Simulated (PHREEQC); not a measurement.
Dissolve 0.14 mol H3PO4 and 0.0012 mol Na2CO3 per kg of water at 25 °C. Closed to the air; pH follows from the charge balance.

All values are PHREEQC results (ion-association model, phreeqc.dat), not measurements.

```json
[
 {"quantity": "pH", "before": "1.58", "after": "1.75"},
 {"quantity": "ionic strength (mol/kgw)", "before": "0.0327", "after": "0.0213"},
 {"quantity": "H3PO4 (mol/kgw)", "before": "0.107", "after": "0.0487"},
 {"quantity": "H2PO4- (mol/kgw)", "before": "0.0327", "after": "0.0213"}
]
```

Task: What was changed between the two runs?
(A) temperature from 25 to 15 °C
(B) Na2CO3 left out
(C) diluted 2-fold with water
(D) H3PO4 from 0.14 to 0.014 mol/kgw

Result: C, diluted 2-fold with water

No solid was allowed to form.
